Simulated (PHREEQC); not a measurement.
Ca(OH)2 is added in steps, without added water, to 1 kg of water holding 2.7 mmol/kgw Pb(NO3)2, 120 mmol/kgw HNO3 and 2 mmol/kgw Cu(NO3)2, at 25 °C. Oxygen is held at 0.21 atm. CO2 from the air is kept out. Solids allowed: Portlandite, Cu(OH)2, Cu2(OH)3NO3, Pb(OH)2. Others were left out.

Base run: PHREEQC, ion-association model, wateq4f.dat. Each further column changes one thing. The table gives pH.

| Ca(OH)2 added (mol) | base | all activity coefficients set to 1 | Davies equation for every ion | metal-ligand complexes left out | Debye-Hückel limiting law |
|---|---|---|---|---|---|
| 0 | 1.01 | 0.92 | 1.04 | 1.01 | 1.11 |
| 0.0117 | 1.11 | 1.02 | 1.13 | 1.11 | 1.21 |
| 0.0273 | 1.28 | 1.18 | 1.31 | 1.28 | 1.39 |
| 0.039 | 1.47 | 1.38 | 1.50 | 1.47 | 1.59 |
| 0.0507 | 1.83 | 1.73 | 1.86 | 1.83 | 1.95 |
| 0.0663 | 11.23 | 11.19 | 11.25 | 11.23 | 11.22 |
| 0.078 | 12.14 | 12.00 | 12.16 | 12.14 | 12.13 |

The database's constant for dissolved Cu(OH)2 is higher than later reviews accept. The database's Pb(OH)2 solid is less soluble than what usually precipitates.
